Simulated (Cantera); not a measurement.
An isothermal plug-flow reactor at 1075 K and 750 Torr (inlet), inlet velocity 4.1 m/s, active area per volume 2800 1/m; feed 0.315 % CH4, 10.7 % O2, 89.0 % N2.

Computed with Cantera and Deutschmann's 1995 Pt surface mechanism with GRI-Mech 3.0 gas chemistry. Catalytic surfaces can have several steady states; this one follows from the mechanism file's or the stated starting coverage. Mass transfer to the wall is taken as infinitely fast.

One state of this run: x CH4 = 1.96e-5; x O2 = 0.101; x H2O = 0.00625; x CO2 = 0.00312; x CO = 1.63e-8; θ free Pt = 0.278; θ O* = 0.720; θ OH* = 0.00125. x: gas mole fraction; θ: surface coverage.

**Question.** Which value of z (m) does it belong to?
A. 0.047
B. 0.001
C. 0.022
D. 0.0047

**Answer.** A, 0.047
